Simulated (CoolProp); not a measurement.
Properties of ethylene along the isotherm -101.65 °C (Tc = 9.2 °C, pc = 5042 kPa, ω = 0.087).

Model: reference Helmholtz-energy equation of state, Smukala 2000, in CoolProp.

| p (kPa) | phase | density (kg/m³) | fugacity coefficient |
|---|---|---|---|
| 23.9 | gas | 0.4737 | 0.9928 |
| 49.1 | gas | 0.9808 | 0.9851 |
| 101 | gas | 2.052 | 0.9693 |
| 207 | liquid | 564.7 | 0.5361 |
| 425 | liquid | 564.9 | 0.2631 |
| 873 | liquid | 565.4 | 0.1301 |
| 1790 | liquid | 566.4 | 0.06551 |
| 3680 | liquid | 568.3 | 0.03402 |
| 7560 | liquid | 572.1 | 0.01893 |
